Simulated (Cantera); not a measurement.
An adiabatic, constant-volume homogeneous reactor starts with 7.30 % CH3OH, 18.6 % O2, 69.8 % N2, 4.31 % CO2, at 1325 K and 1000000 Pa.

Cantera simulation using GRI-Mech 3.0 (53 species, 325 reactions); the numbers are that mechanism's predictions, not measurements. GRI-Mech 3.0 was tuned for natural gas; its chemistry of methanol as a main component is partial and can be far from experiment.

Problem. Predict: time of steepest temperature rise; temperature at 8.00 s; equilibrium temperature; x(O2) at 8.00 s; x(H) at 8.00 s; x(NO) at 8.00 s; x(H2O) at 8.00 s; x(HCO) at 8.00 s.

Solution. 
```
Quantity                                                               Value
---------------------------------  -----------------------------------------
time of steepest temperature rise                                   0.251 ms
temperature at 8.00 s                                                 2637 K
equilibrium temperature                                               2637 K
x(O2) at 8.00 s                        0.0663 (gas-phase equilibrium 0.0663)
x(H) at 8.00 s                     0.000352 (gas-phase equilibrium 0.000352)
x(NO) at 8.00 s                        0.0149 (gas-phase equilibrium 0.0149)
x(H2O) at 8.00 s                         0.134 (gas-phase equilibrium 0.134)
x(HCO) at 8.00 s                     5.63e-9 (gas-phase equilibrium 5.63e-9)
```
